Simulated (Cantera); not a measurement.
**Premixed flame**

A freely propagating, adiabatic, planar premixed flame of H2 : O2 : N2 = 1 : 0.294 : 1.11 (molar parts), unburnt at 675 K and 750 Torr; mixture-averaged transport, grid criteria slope 0.08 and curve 0.16, no radiation.

Detailed kinetics in Cantera: the H2/O2 subset of GRI-Mech 3.0, which has no nitrogen chemistry. Burning velocities carry a grid error of a few per cent, more on coarse grids.

```json
[
 {"z (mm)": "-1.42", "T (K)": "675", "u (m/s)": "11.1", "x H2": "0.416", "x O2": "0.122", "x OH": "<1e-8", "x H": "<1e-8", "x O": "<1e-8", "x H2O": "<1e-8"},
 {"z (mm)": "-0.945", "T (K)": "675", "u (m/s)": "11.1", "x H2": "0.416", "x O2": "0.122", "x OH": "<1e-8", "x H": "<1e-8", "x O": "<1e-8", "x H2O": "<1e-8"},
 {"z (mm)": "-0.709", "T (K)": "675", "u (m/s)": "11.1", "x H2": "0.416", "x O2": "0.122", "x OH": "<1e-8", "x H": "<1e-8", "x O": "<1e-8", "x H2O": "<1e-8"},
 {"z (mm)": "-0.473", "T (K)": "675", "u (m/s)": "11.1", "x H2": "0.416", "x O2": "0.122", "x OH": "<1e-8", "x H": "4.57e-7", "x O": "<1e-8", "x H2O": "1.73e-7"},
 {"z (mm)": "-0.236", "T (K)": "693", "u (m/s)": "11.4", "x H2": "0.413", "x O2": "0.122", "x OH": "7.20e-5", "x H": "0.000525", "x O": "1.63e-5", "x H2O": "0.00100"},
 {"z (mm)": "-0.118", "T (K)": "874", "u (m/s)": "14.1", "x H2": "0.382", "x O2": "0.116", "x OH": "0.000646", "x H": "0.0110", "x O": "0.000457", "x H2O": "0.0178"},
 {"z (mm)": "0", "T (K)": "1284", "u (m/s)": "20.1", "x H2": "0.262", "x O2": "0.0717", "x OH": "0.00350", "x H": "0.0624", "x O": "0.00506", "x H2O": "0.111"},
 {"z (mm)": "0.118", "T (K)": "1567", "u (m/s)": "24.3", "x H2": "0.165", "x O2": "0.0170", "x OH": "0.00704", "x H": "0.0995", "x O": "0.00613", "x H2O": "0.215"},
 {"z (mm)": "0.236", "T (K)": "1690", "u (m/s)": "26.0", "x H2": "0.149", "x O2": "0.00522", "x OH": "0.00836", "x H": "0.0989", "x O": "0.00487", "x H2O": "0.239"},
 {"z (mm)": "0.473", "T (K)": "1818", "u (m/s)": "27.7", "x H2": "0.154", "x O2": "0.00287", "x OH": "0.00934", "x H": "0.0852", "x O": "0.00401", "x H2O": "0.246"},
 {"z (mm)": "0.945", "T (K)": "1957", "u (m/s)": "29.5", "x H2": "0.162", "x O2": "0.00203", "x OH": "0.00968", "x H": "0.0681", "x O": "0.00301", "x H2O": "0.251"},
 {"z (mm)": "1.89", "T (K)": "2093", "u (m/s)": "31.2", "x H2": "0.170", "x O2": "0.00128", "x OH": "0.00911", "x H": "0.0513", "x O": "0.00197", "x H2O": "0.257"},
 {"z (mm)": "3.78", "T (K)": "2214", "u (m/s)": "32.7", "x H2": "0.177", "x O2": "0.000702", "x OH": "0.00770", "x H": "0.0364", "x O": "0.00110", "x H2O": "0.263"}
]
```
x: mole fraction of selected species; z is measured from the peak of heat release.

```json
{
  "laminar_burning_velocity": "1110 cm/s",
  "thermal_thickness": "0.473 mm",
  "peak x(OH)": "0.00968",
  "peak x(H)": "0.101",
  "peak x(O)": "0.00664",
  "grid_points": "141"
}
```
